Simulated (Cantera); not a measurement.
Input: 1 mol Ni, 0.74 mol H₂S, 140 mol H₂, equilibrated at 200 Pa.

Points: T (K) = 923, 973, 1023, 1073, 1123, 1173, 1223, 1273.

Cantera's Mixture.equilibrate('TP', solver="vcs", rtol=1e-11, max_steps=5000) on the NASA tables stopped like this:

```
T = 923 K  P = 200 Pa  gas = 140.7 mol
   x: H2 9.980e-01  H2S 2.030e-03
   condensed (mol): Ni(cr) 0.3187  Ni3S2(II) 0.2271
ERROR: FAILURE its = 5001!

*******************************************************************************
CanteraError thrown by MultiPhase::equilibrate:
VCS solver failed. Return code: -1
*******************************************************************************
```

### Question
What got this run through?

### Answer
Several could match; the one computed here: The failure is numerical, not chemical. The same input converged with solver="gibbs", rtol=1e-10, max_steps=50000, and the result passed a check of the equilibrium conditions:
```
T = 923 K  P = 200 Pa  gas = 140.7 mol
   x: H2 9.980e-01  H2S 2.030e-03
   condensed (mol): Ni(cr) 0.3187  Ni3S2(II) 0.2271
T = 973 K  P = 200 Pa  gas = 140.7 mol
   x: H2 9.972e-01  H2S 2.813e-03
   condensed (mol): Ni(cr) 0.4839  Ni3S2(II) 0.172
T = 1023 K  P = 200 Pa  gas = 140.7 mol
   x: H2 9.963e-01  H2S 3.737e-03
   condensed (mol): Ni(cr) 0.6794  Ni3S2(II) 0.1069
T = 1073 K  P = 200 Pa  gas = 140.7 mol
   x: H2 9.953e-01  H2S 4.740e-03  S2 2.681e-06  SH 2.465e-06
   condensed (mol): Ni(cr) 0.8924  Ni3S2(L) 0.03587
T = 1123 K  P = 200 Pa  gas = 140.7 mol
   x: H2 9.947e-01  H2S 5.236e-03  S2 8.052e-06  SH 6.193e-06
   condensed (mol): Ni(cr) 1
T = 1173 K  P = 200 Pa  gas = 140.7 mol
   x: H2 9.948e-01  H2S 5.208e-03  S2 1.817e-05  SH 1.307e-05  H 2.629e-06
   condensed (mol): Ni(cr) 1
T = 1223 K  P = 200 Pa  gas = 140.7 mol
   x: H2 9.948e-01  H2S 5.156e-03  S2 3.797e-05  SH 2.581e-05  H 6.706e-06
   condensed (mol): Ni(cr) 1
T = 1273 K  P = 200 Pa  gas = 140.8 mol
   x: H2 9.948e-01  H2S 5.062e-03  S2 7.359e-05  SH 4.791e-05  H 1.590e-05
   condensed (mol): Ni(cr) 1
```

The gas is ideal and each condensed phase is pure. Metal and sulfide melt together well below either melting point, which pure phases cannot show. Mutual solubility and eutectic melting of coexisting phases are not modelled.
